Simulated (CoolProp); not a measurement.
A Linde-Hampson liquefier for oxygen: isothermal reversible compression at 250 K from 1 atm to 15 MPa, throttling to 1 atm, return gas leaving the recuperator 10 K below the feed. Each further row changes one setting.

Model: reference Helmholtz-energy equation of state, Schmidt 1985, in CoolProp.

| case | liquid yield per pass | compression work (kJ/kg of gas) |
|---|---|---|
| as stated | 0.118 | 313 |
| high pressure 30 MPa | 0.203 | 352 |
| warm-end temperature 280 K | 0.080 | 356 |
| warm-end gap 15 K | 0.107 | 313 |
